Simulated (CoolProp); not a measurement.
Vapour-liquid equilibrium of n-butane (1) + cis-2-butene (2) at 15.8 bar; x and y are mole fractions of (1).

The numbers come from the multi-fluid Helmholtz-energy mixture model, Bücker 2006 and Lemmon 2005; pair parameters Bell 2016 in CoolProp.

Q: Give the bubble temperature and the first vapour's composition at x = 0.35, 0.725, 0.875. Is there an azeotrope?

A: x = 0.35: 376.6 K, y = 0.363; x = 0.725: 375.4 K, y = 0.731; x = 0.875: 375.1 K, y = 0.877. No azeotrope shows between x = 0.05 and 0.95.

The pair parameters rest on a limited set of measurements; away from them the model extrapolates.
